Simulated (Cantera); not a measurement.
A perfectly stirred reactor is fed with 35.1 % H2, 13.6 % O2, 51.3 % N2, equivalence ratio 1.3, at 4200 Torr; it is adiabatic with a 475 K inlet, and is followed from long to short residence time, starting on the burning branch (τ in s: 0.22, 0.1, 0.047, 0.022, 0.01, 0.0049, 0.0023, 0.0011, 0.0005, 0.00023, 0.00011, 5.2e-05).

Detailed kinetics in Cantera: the H2/O2 subset of GRI-Mech 3.0, which has no nitrogen chemistry. The hydrogen kinetics of GRI-Mech 3.0 are dated; newer H2 mechanisms differ, most at raised pressure.

x: mole fraction; the columns are a selection and need not sum to one.

| τ (s) | T (K) | x H2 | x O2 | x H2O | x O | x H2O2 | x HO2 | x H |
|---|---|---|---|---|---|---|---|---|
| 0.22 | 2474 | 0.0911 | 6.13e-5 | 0.312 | 4.21e-5 | 3.84e-8 | 8.07e-8 | 0.00291 |
| 0.10 | 2474 | 0.0911 | 6.48e-5 | 0.312 | 4.29e-5 | 3.93e-8 | 8.38e-8 | 0.00294 |
| 0.047 | 2473 | 0.0911 | 7.17e-5 | 0.312 | 4.47e-5 | 4.11e-8 | 9.01e-8 | 0.00299 |
| 0.022 | 2472 | 0.0911 | 8.62e-5 | 0.312 | 4.83e-5 | 4.50e-8 | 1.04e-7 | 0.00311 |
| 0.010 | 2469 | 0.0911 | 0.000117 | 0.311 | 5.64e-5 | 5.34e-8 | 1.35e-7 | 0.00337 |
| 0.0049 | 2464 | 0.0911 | 0.000169 | 0.311 | 7.15e-5 | 6.83e-8 | 1.96e-7 | 0.00380 |
| 0.0023 | 2454 | 0.0911 | … | 0.310 | … | … | … | … |
| 0.0011 | 2440 | 0.0911 | 0.000435 | 0.308 | 0.000165 | 1.47e-7 | 6.21e-7 | 0.00584 |
| 0.00050 | 2415 | 0.0912 | 0.000746 | 0.306 | 0.000290 | 2.31e-7 | 1.25e-6 | 0.00786 |
| 0.00023 | 2380 | 0.0915 | 0.00127 | 0.302 | 0.000517 | 3.50e-7 | 2.46e-6 | 0.0107 |
| 0.00011 | 2333 | 0.0921 | 0.00208 | 0.297 | 0.000889 | 4.97e-7 | 4.48e-6 | 0.0146 |
| 5.2e-5 | 2267 | 0.0930 | 0.00337 | 0.291 | 0.00149 | 6.92e-7 | 7.93e-6 | 0.0199 |

Task: Fill in the missing entries.

Result: 
- 0.0023, x O2: 0.000267
- 0.0023, x O: 0.000104
- 0.0023, x H2O2: 9.78e-8
- 0.0023, x HO2: 3.34e-7
- 0.0023, x H: 0.00459
